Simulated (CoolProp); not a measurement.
Computed with CoolProp (reference Helmholtz-energy equation of state, Lemmon 2006). It is a short technical equation, of lower accuracy than the large ones.

Problem. For carbon monoxide, give the phase and the cv (kJ/(kg K)), speed of sound (m/s) at -87.75 °C and 8.61 kPa; -87.75 °C and 50.6 kPa; -87.75 °C and 1750 kPa.

Solution. 
- -87.75 °C and 8.61 kPa: gas; cv 0.742, speed of sound 278
- -87.75 °C and 50.6 kPa: gas; cv 0.743, speed of sound 277
- -87.75 °C and 1750 kPa: gas; cv 0.759, speed of sound 272
